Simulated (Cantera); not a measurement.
A Cantera script and its output.

```python
import numpy as np
import cantera as ct

gas = ct.Solution("gri30.yaml")


def delay(T, t_max=10):
    gas.TPX = T, 100000, {'CH4': 1, 'O2': 3.51, 'N2': 13.2}
    reactor = ct.IdealGasConstPressureReactor(gas, clone=False)
    net = ct.ReactorNet([reactor])
    net.rtol, net.atol = 1e-8, 1e-16
    while net.time < t_max:
        t_old, T_old = net.time, reactor.T
        net.step()
        if reactor.T > T + 400:  # ignition: a rise of 400 K
            return t_old + (T + 400 - T_old) / (reactor.T - T_old) * (net.time - t_old)
    return np.nan


taus = []
for T in [1150, 1200, 1250, 1300, 1350, 1400, 1450, 1500, 1550, 1600]:
    taus.append(delay(T))
    print(f"T0 = {T:6g} K   tau = {taus[-1]:.4e} s")
```

Result:

```
T0 =   1150 K   tau = 7.1194e-02 s
T0 =   1200 K   tau = 3.4083e-02 s
T0 =   1250 K   tau = 1.6982e-02 s
T0 =   1300 K   tau = 8.8042e-03 s
T0 =   1350 K   tau = 4.7523e-03 s
T0 =   1400 K   tau = 2.6748e-03 s
T0 =   1450 K   tau = 1.5726e-03 s
T0 =   1500 K   tau = 9.6617e-04 s
T0 =   1550 K   tau = 6.1929e-04 s
T0 =   1600 K   tau = 4.1254e-04 s
```

Detailed kinetics in Cantera: GRI-Mech 3.0 (53 species, 325 reactions).
